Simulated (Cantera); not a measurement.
A diamond (100) surface in a fixed gas of H2 with x(CH4) = 0.024, x(H) = 0.022, x(CH3) = 0.0003, at 1300 K; coverages are run to steady state.

Cantera simulation using the Harris–Goodwin 1993 mechanism for the reconstructed diamond (100) surface; the numbers are that mechanism's predictions, not measurements.

θ: site fractions in the mechanism's names (c6HH fully hydrogenated, c6H* and c6*H radical sites, c6** diradical, c6HM methylated).

```
P (Pa)  growth (µm/h)  θ c6HH  θ c6H*  θ c6*H  θ c6**    θ c6HM
------  -------------  ------  ------  ------  ------  --------
990             0.636   0.377  0.0493   0.527  0.0466  0.000142
1400             1.02   0.377  0.0493   0.526  0.0466  0.000197
2000             1.68   0.377  0.0494   0.526  0.0466  0.000274
2900                ?   0.377  0.0494   0.526  0.0466         ?
4200             5.04   0.377  0.0494   0.526  0.0466  0.000516
6000                ?   0.377  0.0495   0.526  0.0466         ?
8700             15.1   0.377  0.0496   0.525  0.0466  0.000882
12000            24.2   0.377  0.0497   0.525  0.0467   0.00108
```

Task: What belongs in the gaps?

Result: 
- 2900, growth (µm/h): 2.89
- 2900, θ c6HM: 0.000379
- 6000, growth (µm/h): 8.63
- 6000, θ c6HM: 0.000680
